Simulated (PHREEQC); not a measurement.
## Acid rinse or clean: speciation

A solution holds 0.17 mol/kgw H2SO4, 0.076 mol/kgw FeCl3 and 0.00053 mol/kgw MgCl2, at 25 °C. Closed to the air; pH follows from the charge balance.

All values are PHREEQC results (ion-association model, phreeqc.dat), not measurements.

Precipitation was switched off in this run.

Estimate the pH, activity of water, ionic strength.

pH 0.77; activity of water 0.989; ionic strength 0.415 mol/kgw.

In which forms is S present?

HSO4- 52 %, FeHSO4+2 18 %, FeSO4+ 16 %, SO4-2 10 %, Fe(SO4)2- 2.7 % of the S.

Saturation is exceeded, for instance for Hematite (slow to form); the values hold only as long as no solid forms.
